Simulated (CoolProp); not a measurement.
Properties of R125 along the isobar 405 kPa.

The numbers come from the reference Helmholtz-energy equation of state, Lemmon 2005 in CoolProp.

```
T (K)  phase  Joule-Thomson coefficient (K/MPa)  conductivity (mW/(m K))  Prandtl number
-----  -----  ---------------------------------  -----------------------  --------------
338.2    gas                              9.645                     17.2           0.747
354.4    gas                              8.316                     18.5           0.742
370.6    gas                              7.244                     19.8           0.738
386.7    gas                              6.373                     21.1           0.734
402.9    gas                              5.647                     22.5           0.731
419.1    gas                              5.041                     23.9           0.727
435.3    gas                              4.529                     25.3           0.723
451.5    gas                              4.093                     26.7           0.719
467.6    gas                              3.720                     28.1           0.715
483.8    gas                              3.395                     29.6           0.711
500      gas                              3.111                     31.1           0.706
```

Viscosity comes from a separate model (Huber 2006). Thermal conductivity comes from a separate model (Perkins 2006).
